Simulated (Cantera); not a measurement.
# Thermodynamics of silicon epitaxy and polysilicon growth, feed SiCl₄ + N₂

A closed system holds: 1 mol SiCl₄, a varied amount of N₂, held at 1548.15 K and 0.0120 bar.

Method: chemical equilibrium by Gibbs-energy minimisation in Cantera with the NASA 1993 tables (ideal gas, pure condensed phases). Candidate condensed phases: Si, Si₃N₄; 13 gas species. The tables' values for SiCl₃ are old estimates; treat these amounts as uncertain. Kinetics and transport are ignored.

| n(N₂) (mol) | x N₂ | x SiCl₄ | x Cl | x SiCl₃ |
|---|---|---|---|---|
| 17 | 0.939 | 0.0507 | 0.00529 | 0.00380 |
| 47 | 0.976 | 0.0180 | 0.00341 | 0.00209 |
| 77 | 0.984 | 0.0106 | 0.00275 | 0.00154 |
| 110 | 0.989 | 0.00719 | 0.00235 | 0.00122 |
| 140 | 0.991 | 0.00550 | 0.00211 | 0.00104 |
| 170 | 0.992 | 0.00441 | 0.00193 | 0.000906 |
| 200 | 0.993 | 0.00366 | 0.00180 | 0.000809 |
| 230 | 0.994 | 0.00311 | 0.00169 | 0.000732 |
x: gas mole fraction; nothing condenses.

From 17 mol N₂ to 230 mol N₂ nothing is condensed. The main Si-bearing gas is SiCl₄ throughout.
